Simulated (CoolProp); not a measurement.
Aqueous sodium chloride as a coolant, at 30 °C, 1 atm.

The numbers come from the Melinder's fits for secondary coolants in CoolProp.

| mass % | freezing point (°C) | cp (kJ/(kg K)) | viscosity (mPa s) | density (kg/m³) | Prandtl number |
|---|---|---|---|---|---|
| 3.2 | -1.9 | … | 0.840 | 1018 | 5.52 |
| 4.7 | -2.9 | 3.951 | 0.864 | 1029 | 5.60 |
| 6.3 | -3.9 | 3.882 | 0.891 | 1040 | 5.68 |
| 7.8 | … | 3.821 | 0.918 | 1051 | 5.78 |
| 9.4 | -6.1 | … | 0.949 | 1062 | 5.89 |
| 10.9 | -7.3 | 3.703 | 0.979 | 1073 | 6.00 |
| 12.5 | … | 3.646 | 1.01 | 1085 | 6.14 |
| 14 | -9.9 | 3.596 | 1.05 | 1096 | 6.29 |
| 15.6 | -11.5 | 3.545 | 1.09 | … | 6.47 |
| 17.1 | -13.1 | 3.499 | … | 1120 | … |
| 18.7 | -14.9 | 3.454 | 1.19 | 1133 | 6.90 |

Problem. Some entries are withheld; supply them.

Solution. 
- 3.2, cp (kJ/(kg K)): 4.019
- 7.8, freezing point (°C): -4.9
- 9.4, cp (kJ/(kg K)): 3.758
- 12.5, freezing point (°C): -8.6
- 15.6, density (kg/m³): 1109
- 17.1, viscosity (mPa s): 1.14
- 17.1, Prandtl number: 6.66
